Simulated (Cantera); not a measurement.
An adiabatic, constant-volume homogeneous reactor starts with 29.5 % CO, 1.62 % H2, 13.0 % O2, 48.7 % N2, 7.09 % CO2, equivalence ratio 1.2, at 1748 K and 1.01 bar.

Computed with Cantera and GRI-Mech 3.0 (53 species, 325 reactions).

One state of this run: T (K) = 2862; P (bar) = 1.55; x CO = 0.170; x H2 = 0.00117; x O2 = 0.0433; x H2O = 0.0109; x N2O = 8.34e-7. x: mole fraction; the columns are a selection and need not sum to one.

Which value of t (s) does it belong to?
A. 0.000178
B. 0.000416
C. 6.00e-6
D. 0.0288

D, 0.0288
